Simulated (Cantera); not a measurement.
Feed: 1 mol C3H8, 4.3 mol H2O, 0.65 mol N2, at 998 K.

Method: chemical equilibrium by Gibbs-energy minimisation in Cantera with the NASA 1993 tables (ideal gas, pure condensed phases). Candidate condensed phases: C, C6H6, C7H8, C8H18, H2O; 136 gas species. The numbers say what is thermodynamically allowed, not how fast it happens.

Task: At 1.60 mbar, list the 4 most abundant gas species with their mole fractions, and the condensed phases.

Result: H2 0.622, CO 0.215, H2O 0.0725, N2 0.0544. Condensed: gas only.
